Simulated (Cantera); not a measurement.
An isothermal, constant-pressure homogeneous reactor starts with 5.66 % H₂, 94.3 % O₂, equivalence ratio 0.030, at 950 K and 700 Pa.

Cantera simulation using the H2/O2 subset of GRI-Mech 3.0, which has no nitrogen chemistry; the numbers are that mechanism's predictions, not measurements. Radical loss at walls, strong at low pressure, is not modelled. The temperature is held fixed by assumption; the heat of reaction is taken as removed at once.

x: mole fraction; the columns are a selection and need not sum to one.

| t (s) | x H₂ | x O₂ | x O | x H | x HO₂ | x H₂O | x OH |
|---|---|---|---|---|---|---|---|
| 4.00e-6 | 0.0566 | 0.943 | <1e-12 | <1e-12 | <1e-12 | <1e-12 | <1e-12 |
| 2.25e-5 | 0.0566 | 0.943 | <1e-12 | 1.41e-12 | 1.45e-12 | <1e-12 | <1e-12 |
| 0.000126 | 0.0566 | 0.943 | 1.22e-12 | 7.17e-12 | 8.16e-12 | <1e-12 | 1.04e-12 |
| 0.000711 | 0.0566 | 0.943 | 3.08e-11 | 4.02e-11 | 4.63e-11 | 2.57e-11 | 1.69e-11 |
| 0.00400 | 0.0566 | 0.943 | 4.74e-9 | 3.66e-9 | 3.49e-10 | 8.24e-9 | (withheld) |
| 0.0225 | 0.00449 | 0.917 | 0.0170 | 0.0164 | 4.97e-6 | 0.0431 | (withheld) |
| 0.126 | 0.000189 | 0.938 | 0.00303 | 0.000597 | 3.05e-6 | 0.0574 | (withheld) |
| 0.711 | 5.72e-6 | 0.942 | 0.000101 | 3.35e-6 | 5.46e-7 | 0.0582 | (withheld) |
| 4.00 | 2.09e-7 | 0.942 | 4.50e-6 | 3.19e-8 | 4.77e-8 | 0.0582 | (withheld) |

Problem. Complete the blanks.

Solution. 
- 0.00400, x OH: 1.98e-9
- 0.0225, x OH: 0.00224
- 0.126, x OH: 0.000482
- 0.711, x OH: 8.19e-5
- 4.00, x OH: 1.75e-5
